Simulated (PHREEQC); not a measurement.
1 kg of water holding 0.017 mol NaCl and 0.49 mol MgSO4 is evaporated at 60 °C; the solids stay in contact with the brine. The system is closed to CO2. Solids allowed: Bischofite, Bloedite, Brucite, Epsomite, Halite, Hexahydrite, Kieserite, Mirabilite, Thenardite, MgCl2_4H2O. Others were left out.

The numbers come from PHREEQC with the Pitzer model, pitzer.dat.

| water left (kg) | ionic strength | water activity | Mg in solution (mol/kgw) | S in solution (mol/kgw) |
|---|---|---|---|---|
| 1 | 1.98 | 0.991 | 0.490 | 0.490 |
| 0.8219 | 2.41 | 0.989 | 0.596 | 0.596 |
| 0.6755 | 2.93 | 0.986 | 0.725 | 0.725 |
| 0.5552 | 3.56 | 0.984 | 0.883 | 0.883 |
| 0.4563 | 4.33 | 0.980 | 1.07 | 1.07 |
| 0.375 | 5.27 | 0.975 | 1.31 | 1.31 |
| 0.3082 | 6.41 | 0.967 | 1.59 | 1.59 |
| 0.2533 | 7.80 | 0.957 | 1.93 | 1.93 |
| 0.2082 | 9.49 | 0.942 | 2.35 | 2.35 |
| 0.1711 | 11.6 | 0.918 | 2.86 | 2.86 |
| 0.1407 | 14.1 | 0.882 | 3.48 | 3.48 |
| 0.1156 | 17.1 | 0.829 | 4.24 | 4.24 |

Away from 25 °C the constants follow the database's enthalpies or fits; those with neither stay at their 25 °C values.
